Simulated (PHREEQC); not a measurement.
Make-up at 25 °C and 300 atm: 6.7 mmol/kgw Cu(NO3)2, 0.36 mmol/kgw H2SO4 and 0.034 mmol/kgw NaCl. Closed to the air; pH follows from the charge balance.

Model: ion-association model, phreeqc.dat, run in PHREEQC.

The ionic strength comes out as 0.0208 mol/kgw. What activity coefficients do SO4-2, Cl-, HSO4-, NO3-, H+ get?

SO4-2 0.58, Cl- 0.87, HSO4- 0.87, NO3- 0.86, H+ 0.89.

This is a speciation only: nothing precipitates in the calculation. Complexes and solids missing from the database can't appear. Under pressure, the constants of complexes without a molar volume in the database are unreliable.
